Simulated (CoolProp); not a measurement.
Vapour-liquid equilibrium of n-perfluorobutane (1) + R365MFC (2) at 50.95 °C; x and y are mole fractions of (1).

Computed with CoolProp (multi-fluid Helmholtz-energy mixture model, Gao 2022 and Lemmon 2016; pair parameters Bell 2016).

Question: Give the bubble pressure and the first vapour's composition at x = 0.25, 0.55, 0.85. Is there an azeotrope?

Answer: x = 0.25: 0.4003 MPa, y = 0.669; x = 0.55: 0.4903 MPa, y = 0.772; x = 0.85: 0.5505 MPa, y = 0.892. No azeotrope shows between x = 0.05 and 0.95.

Pair parameters are fitted to limited data, so mixtures are less certain than the pure fluids. With so large a gap from Raoult's law the liquid may split in two, which this calculation doesn't test in full.
